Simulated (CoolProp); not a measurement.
A simple Rankine cycle with ammonia: condensing at 314.15 K, boiler at 4.41 MPa, turbine inlet 506.1 K, turbine efficiency 0.7, pump efficiency 0.7, no recuperator. Each further row changes one setting.

The numbers come from the reference Helmholtz-energy equation of state, Gao 2020 in CoolProp.

| case | thermal efficiency (%) | net work (kJ/kg) | heat in (kJ/kg) | turbine exit temperature (K) | volume ratio over the turbine |
|---|---|---|---|---|---|
| as stated | 9.1 | 142 | 1560 | 432.2 | 2.41 |
| turbine inlet 526.1 K | 9.2 | 149 | 1620 | 451.2 | 2.42 |
| condensing temperature 306.15 K | 10.6 | 170 | 1600 | 417.7 | 2.94 |
| boiler pressure 3.09 MPa | 6.2 | 98.4 | 1580 | 458.0 | 1.77 |
| turbine efficiency 0.6 | 7.7 | 120 | 1560 | 440.6 | 2.47 |
